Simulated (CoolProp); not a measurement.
Computed with CoolProp (reference Helmholtz-energy equation of state, Fiedler 2023).

**Question.** Give the vapour pressure (MPa), vapour density (kg/m³), enthalpy of vaporisation (kJ/kg) of saturated tetrahydrofuran at 401.2, 429.7 K.

**Answer.** 
```json
[
 {"T (K)": "401.2", "p (MPa)": "0.533", "vapour density (kg/m³)": "12.7", "enthalpy of vaporisation (kJ/kg)": "365"},
 {"T (K)": "429.7", "p (MPa)": "0.957", "vapour density (kg/m³)": "22.6", "enthalpy of vaporisation (kJ/kg)": "336"}
]
```
